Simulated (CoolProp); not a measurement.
Vapour-liquid equilibrium of benzene (1) + ethylbenzene (2) at 27.35 °C; x and y are mole fractions of (1).

Computed with CoolProp (multi-fluid Helmholtz-energy mixture model, Thol 2012 and Zhou 2012; pair parameters Bell 2016).

```csv
x,bubble pressure (MPa),y at the bubble point,dew pressure at overall composition x (MPa),liquid density (mol/L)
0.05,0.001958,0.291,0.001528,8.224
0.2,0.003551,0.672,0.001770,8.601
0.35,0.005314,0.825,0.002104,9.006
0.5,0.007238,0.904,0.002594,9.442
0.65,0.009287,0.950,0.003388,9.910
0.8,0.01140,0.978,0.004911,10.41
0.95,0.01347,0.996,0.009288,10.96
```

No azeotrope shows between x = 0.05 and 0.95.

Pair parameters are fitted to limited data, so mixtures are less certain than the pure fluids.
